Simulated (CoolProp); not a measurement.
A Linde-Hampson liquefier for dry air: isothermal reversible compression at 230 K from 1 atm to 30 MPa, throttling to 1 atm, return gas leaving the recuperator 2 K below the feed. Each further row changes one setting.

Computed with CoolProp (reference Helmholtz-energy equation of state, Lemmon 2000). It is a pseudo-pure fit of the blend.

```json
[
 {"case": "as stated", "liquid yield per pass": "0.199", "compression work (kJ/kg of gas)": "363"},
 {"case": "high pressure 60 MPa", "liquid yield per pass": "…", "compression work (kJ/kg of gas)": "420"},
 {"case": "warm-end temperature 260 K", "liquid yield per pass": "…", "compression work (kJ/kg of gas)": "…"},
 {"case": "warm-end gap 7 K", "liquid yield per pass": "…", "compression work (kJ/kg of gas)": "363"}
]
```

Complete the blanks.


- high pressure 60 MPa, liquid yield per pass: 0.190
- warm-end temperature 260 K, liquid yield per pass: 0.144
- warm-end temperature 260 K, compression work (kJ/kg of gas): 419
- warm-end gap 7 K, liquid yield per pass: 0.187
